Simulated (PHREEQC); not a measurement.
Dissolve 0.21 mol NaOH and 0.00022 mol NaAlO2 per kg of water at 25 °C. Closed to the air; pH follows from the charge balance.

The numbers come from PHREEQC with the ion-association model, phreeqc.dat.

```json
{
 "pH": "13.17",
 "ionic_strength": "0.210 mol/kgw",
 "activity_of_water": "0.993",
 "specific_conductance": "40900 µS/cm",
 "density": "1.006 g/cm³",
 "total_alkalinity": "211 meq/kg"
}
```

| species | molality | activity | log γ |
|---|---|---|---|
| Na+ | 0.210 | 0.157 | -0.128 |
| OH- | 0.210 | 0.148 | -0.153 |
| Al(OH)4- | 0.000220 | 0.000160 | -0.139 |

No solid was allowed to form.
